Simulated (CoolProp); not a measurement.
Vapour-liquid equilibrium of n-hexane (1) + toluene (2) at 0.343 MPa; x and y are mole fractions of (1).

Computed with CoolProp (multi-fluid Helmholtz-energy mixture model, Thol 2019 and Lemmon 2006; pair parameters Bell 2016).

### Question
Give the bubble temperature and the first vapour's composition at x = 0.65, 0.75, 0.95. Is there an azeotrope?

### Answer
x = 0.65: 396.2 K, y = 0.818; x = 0.75: 393.2 K, y = 0.874; x = 0.95: 387.8 K, y = 0.976. No azeotrope shows between x = 0.05 and 0.95.

Pair parameters are fitted to limited data, so mixtures are less certain than the pure fluids.
